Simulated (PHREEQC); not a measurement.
A solution holds 0.002 mol NH4HSO4 per kg of water, at 25 °C. Closed to the air; pH follows from the charge balance.

Equilibrium calculation in PHREEQC: ion-association model, phreeqc.dat.

The pH is 2.78, the ionic strength is 0.00549 mol/kgw and the specific conductance is 989 µS/cm. The total alkalinity is -2.00 meq/kg.

| species | molality | activity | log γ |
|---|---|---|---|
| NH4+ | 0.00197 | 0.00181 | -0.036 |
| H+ | 0.00178 | 0.00166 | -0.031 |
| SO4-2 | 0.00175 | 0.00128 | -0.135 |
| HSO4- | 0.000223 | 0.000206 | -0.034 |
| NH4SO4- | 3.23e-5 | 2.99e-5 | -0.034 |

Precipitation was switched off in this run.
